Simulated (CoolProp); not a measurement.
R11 along the isotherm 500 K: fugacity coefficient from the reference equation and from simpler models built on Tc = 471.1 K, pc = 44.08 bar, ω = 0.189; each cubic takes its own stable root.

The numbers come from the reference Helmholtz-energy equation of state, Jacobsen 1992 in CoolProp.

```tsv
p (bar)	phase	reference
0.209	gas	0.9987
0.476	gas	0.9970
1.08	gas	0.9933
2.46	gas	0.9847
5.61	gas	0.9652
12.8	gas	0.9210
29.1	gas	0.8222
66.1	supercritical	0.5963
```

Q: How far does each simpler model (van der Waals, Redlich-Kwong, Soave-Redlich-Kwong, Peng-Robinson) lie from the reference over these 8 states: mean and median of the absolute difference, and the worst?

A: 
- van der Waals: mean 0.4 %, median 0.2 %, worst +1.2 % at 500 K and 29.1 bar
- Redlich-Kwong: mean 0.2 %, median 0.1 %, worst -0.7 % at 500 K and 66.1 bar
- Soave-Redlich-Kwong: mean 0.2 %, median 0.0 %, worst +1.5 % at 500 K and 66.1 bar
- Peng-Robinson: mean 0.9 %, median 0.4 %, worst -3.0 % at 500 K and 66.1 bar
